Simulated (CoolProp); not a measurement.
Vapour-liquid equilibrium of R22 (1) + R142b (2) at 215.3 K; x and y are mole fractions of (1).

Values from CoolProp's multi-fluid Helmholtz-energy mixture model, Kamei 1995 and Lemmon 2006; pair parameters Bell 2016.

```csv
x,bubble pressure (kPa),y at the bubble point,dew pressure at overall composition x (kPa),liquid density (mol/L)
0.05,9.889,0.208,8.573,13.08
0.2,14.61,0.545,9.811,13.57
0.35,19.28,0.718,11.46,14.10
0.5,24.16,0.827,13.74,14.67
0.65,29.38,0.903,17.14,15.28
0.8,34.91,0.955,22.72,15.93
0.95,40.53,0.991,34.24,16.62
```

No azeotrope shows between x = 0.05 and 0.95.

Pair parameters are fitted to limited data, so mixtures are less certain than the pure fluids.
